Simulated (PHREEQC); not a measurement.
A PHREEQC speciation (ion-association model, wateq4f.dat) at 75 °C gives pH 5.79 and these molalities:

```csv
species,mol/kgw
MnSO4,0.156
Mn+2,0.0935
SO4-2,0.0934
Cl-,0.00313
Na+,0.00285
NaSO4-,0.000353
MnCl+,0.000271
ZnSO4,4.47e-5
Zn+2,3.31e-5
Zn(SO4)2-2,2.15e-5
MnOH+,1.75e-5
HSO4-,1.57e-5
H+,2.12e-6
ZnCl+,4.38e-7
ZnOH+,1.98e-7
OH-,1.92e-7
MnCl2,1.46e-7
```

### Question
What are the element totals, and what could have been dissolved in 1 kg of water to give them?

### Answer
This is not unique; one that fits is totals Cl 0.00340, Mn(2) 0.250, Na 0.00320, S(6) 0.250, Zn 0.000100 mol/kgw, from 0.25 mol/kgw MnSO4, 0.0001 mol/kgw ZnCl2 and 0.0032 mol/kgw NaCl.

Precipitation was switched off in this run. Complexes and solids missing from the database can't appear. Away from 25 °C the constants follow the database's enthalpies or fits; those with neither stay at their 25 °C values.
